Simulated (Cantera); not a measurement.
**Ammonia decomposition in nitride growth gas**

An isothermal, constant-pressure homogeneous reactor starts with NH3 : H2 = 1 : 2.6 (molar parts), at 2423 K and 1.90 bar.

Cantera simulation using the gas-phase N/H chemistry of the illustrative SiF4/NH3 mechanism in the Surface Chemkin manual (1991); the numbers are that mechanism's predictions, not measurements. Walls and surfaces, which speed up NH3 decomposition in real reactors, are not modelled.

```csv
t (s),x NH3,x H2,x H,x N2H4,x NH
2.00e-6,0.277,0.722,0.000447,1.63e-8,5.89e-6
6.91e-6,0.275,0.721,0.00139,1.56e-7,5.74e-5
2.39e-5,0.266,0.726,0.00221,3.62e-7,0.000134
8.25e-5,0.235,0.745,0.00237,3.08e-7,0.000131
0.000285,0.155,0.793,0.00286,1.74e-7,0.000115
0.000985,0.0418,0.861,0.00473,2.93e-8,7.48e-5
0.00340,0.00105,0.880,0.0117,1.08e-10,1.14e-5
0.0118,0.000121,0.880,0.0121,1.56e-12,1.42e-6
0.0406,3.00e-5,0.880,0.0121,<1e-12,3.52e-7
0.140,9.54e-6,0.880,0.0121,<1e-12,1.12e-7
0.485,5.93e-6,0.880,0.0121,<1e-12,6.96e-8
1.68,5.85e-6,0.880,0.0121,<1e-12,6.86e-8
5.79,5.85e-6,0.880,0.0121,<1e-12,6.86e-8
20.0,5.85e-6,0.880,0.0121,<1e-12,6.86e-8
```
x: mole fraction; the columns are a selection and need not sum to one.

Equilibrium at this temperature and pressure: NH3 5.85e-6, H2 0.880, H 0.0121, N2H4 <1e-12, NH 6.86e-8 (gas phase only).
